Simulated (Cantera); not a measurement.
Input (Python, Cantera) and output of one run.

```python
import numpy as np
import cantera as ct

gas_names = """
    CL CL2 H HCL H2 N NH NH2 NH3 N2 N2H2 N2H4 Si SiCL SiCL2 SiCL3 SiCL4 SiH SiHCL3 SiH2 SiH2CL2 SiH3
    SiH3CL SiH4 SiN Si2 Si2N Si3
""".split()
cond_names = """
    NH4CL(a) NH4CL(b) Si(cr) Si(L) Si3N4(a)
""".split()


# ... load() reads the species with a 1 bar reference pressure and builds the phases ...
atoms = {
    'SiH2Cl2': {'Si': 1, 'H': 2, 'CL': 2},
    'NH3': {'N': 1, 'H': 3},
}
top_T = {'Si3N4(a)': 2400}  # K; cautious upper limits of use, not melting points


# ... equilibrate(T, P, feed) seeds the gas with the atoms and calls Mixture.equilibrate('TP', solver="vcs", rtol=1e-11, max_steps=5000) ...
results = []
feed = {'SiH2Cl2': 1, 'NH3': 5.5}  # mol
P = 50  # Pa
for T in [1073, 1123, 1173, 1223, 1273, 1323, 1373, 1423, 1473, 1523, 1573, 1623, 1673, 1723]:
    mix = equilibrate(T, P, feed)
    results.append((T, P, feed, dict(zip(mix.species_names, mix.species_moles))))

top = {s: max(r[3][s] / sum(r[3][g] for g in gas_names) for r in results) for s in gas_names}
cols = sorted((s for s in top if top[s] > 0.001), key=lambda s: -top[s])[:8]
seen = [c for c in cond_names if any(r[3].get(c, 0) > 1e-12 for r in results)]
print("log10 of partial pressures in bar; condensed amounts in mol")
print(f"{'T/K':>10s}" + "".join(f"{s[:9]:>10s}" for s in cols + seen))
for T, P, feed, n in results:
    ng = sum(n[g] for g in gas_names)
    print(f"{T:10.4g}" + "".join(f"{np.log10(max(n[s] / ng * P / 1e5, 1e-99)):10.3f}" for s in cols)
          + "".join(f"{n.get(c, 0):10.4g}" for c in seen))
```

Result:

```
log10 of partial pressures in bar; condensed amounts in mol
       T/K        H2        N2       HCL     SiCL2         H        Si    Si(cr)     Si(L)  Si3N4(a)
      1073    -3.476    -4.073    -4.092    -8.012    -9.591   -17.753         0         0    0.3328
      1123    -3.475    -4.073    -4.093    -7.439    -9.108   -16.246         0         0    0.3326
      1173    -3.475    -4.073    -4.094    -6.918    -8.666   -14.868         0         0    0.3319
      1223    -3.475    -4.072    -4.096    -6.444    -8.260   -13.605         0         0    0.3298
      1273    -3.475    -4.070    -4.104    -6.019    -7.884   -12.443         0         0    0.3247
      1323    -3.474    -4.067    -4.119    -5.646    -7.537   -11.371         0         0    0.3138
      1373    -3.472    -4.060    -4.149    -5.336    -7.214   -10.380         0         0    0.2941
      1423    -3.470    -4.050    -4.197    -5.091    -6.913    -9.462         0         0    0.2648
      1473    -3.467    -4.039    -4.263    -4.908    -6.631    -8.608         0         0    0.2289
      1523    -3.464    -4.028    -4.343    -4.776    -6.368    -7.813         0         0    0.1913
      1573    -3.476    -3.976    -4.381    -4.757    -6.129    -7.260    0.5403         0         0
      1623    -3.476    -3.976    -4.386    -4.753    -5.899    -6.806    0.5314         0         0
      1673    -3.477    -3.977    -4.392    -4.750    -5.682    -6.379    0.5181         0         0
      1723    -3.479    -3.978    -4.388    -4.759    -5.479    -6.007         0    0.5076         0
```

Method: chemical equilibrium by Gibbs-energy minimisation in Cantera with the NASA 1993 tables (ideal gas, pure condensed phases). The tables' values for SiCl, SiCl3, SiN are old estimates; treat these amounts as uncertain. Gases not in the tables: Si2H6 and higher silanes.
